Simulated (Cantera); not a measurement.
Input (Python, Cantera) and output of one run.

```python
import numpy as np
import cantera as ct

gas_names = [...]  # 95 gases of nasa_gas.yaml made of C, F, H
cond_names = """
    C(gr) C6H6(L) C7H8(L) C8H18(L),n-octa
""".split()


# ... load() reads the species with a 1 bar reference pressure and builds the phases ...
atoms = {
    'CHF3': {'C': 1, 'H': 1, 'F': 3},
    'H2': {'H': 2},
}
top_T = {'C(gr)': 4500}  # K; cautious upper limits of use, not melting points


# ... equilibrate(T, P, feed) seeds the gas with the atoms and calls Mixture.equilibrate('TP', solver="vcs", rtol=1e-11, max_steps=5000) ...
results = []
feed = {'CHF3': 1, 'H2': 5.3}  # mol
T = 1125  # K
P = 220  # Pa
mix = equilibrate(T, P, feed)
results.append((T, P, feed, dict(zip(mix.species_names, mix.species_moles))))
x = sorted(zip(gas.X, gas.species_names), reverse=True)
print(f"T = {T:g} K  P = {P:g} Pa  gas = {mix.phase_moles(0):.4g} mol")
print("   x: " + "  ".join(f"{s} {v:.3e}" for v, s in x if v > 1e-06))
print("   condensed (mol): " + ("  ".join(f"{mix.phase(i).name} {mix.phase_moles(i):.4g}"
      for i in range(1, mix.n_phases) if mix.phase_moles(i) > 1e-12) or "none"))
```

It prints:

```
T = 1125 K  P = 220 Pa  gas = 7.3 mol
   x: H2 5.890e-01  HF 4.110e-01  CH4 2.202e-05
   condensed (mol): C(gr) 0.9998
```

These are equilibrium values from Cantera (NASA tables, ideal gas, pure condensed phases), not measurements of a reactor.
